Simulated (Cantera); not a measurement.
A perfectly stirred reactor is fed with H₂ : O₂ = 0.04 : 1 (molar parts), equivalence ratio 0.020, at 29.3 Torr; it is held at 1025 K, and followed from long to short residence time.

Cantera simulation using GRI-Mech 3.0 (53 species, 325 reactions); the numbers are that mechanism's predictions, not measurements. Radical loss at walls, strong at low pressure, is not modelled. The temperature is held fixed by assumption; the heat of reaction is taken as removed at once.

### Question
Predict: x(H₂) at τ = 12.0 s; x(O₂) at τ = 12.0 s; x(H₂O) at τ = 12.0 s; x(OH) at τ = 12.0 s; x(O) at τ = 12.0 s; x(H₂) at τ = 65.0 ms; x(O₂) at τ = 65.0 ms; x(H₂O) at τ = 65.0 ms; x(OH) at τ = 65.0 ms; x(O) at τ = 65.0 ms.

### Answer
```json
{
  "x(H₂) at τ = 12.0 s": "5.69e-5",
  "x(O₂) at τ = 12.0 s": "0.961",
  "x(H₂O) at τ = 12.0 s": "0.0391",
  "x(OH) at τ = 12.0 s": "7.92e-5",
  "x(O) at τ = 12.0 s": "7.59e-5",
  "x(H₂) at τ = 65.0 ms": "0.00113",
  "x(O₂) at τ = 65.0 ms": "0.959",
  "x(H₂O) at τ = 65.0 ms": "0.0376",
  "x(OH) at τ = 65.0 ms": "0.000568",
  "x(O) at τ = 65.0 ms": "0.00181"
}
```
